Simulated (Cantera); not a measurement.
## Ignition delay

Mixture: CH4 : H2 : O2 : N2 = 1 : 0.096 : 3.94 : 21.7 (molar parts), equivalence ratio 0.52, at 750 Torr, adiabatic and at constant pressure. Ignition delay is the time to a rise of 400 K.

Computed with Cantera and GRI-Mech 3.0 (53 species, 325 reactions).

```json
[
 {"T0 (K)": "1050", "delay (ms)": "103"},
 {"T0 (K)": "1100", "delay (ms)": "58.0"},
 {"T0 (K)": "1150", "delay (ms)": "32.2"},
 {"T0 (K)": "1200", "delay (ms)": "17.8"},
 {"T0 (K)": "1250", "delay (ms)": "9.97"},
 {"T0 (K)": "1300", "delay (ms)": "5.69"}
]
```

```json
{
  "apparent activation energy between 1200 and 1300 K": "150 kJ/mol"
}
```
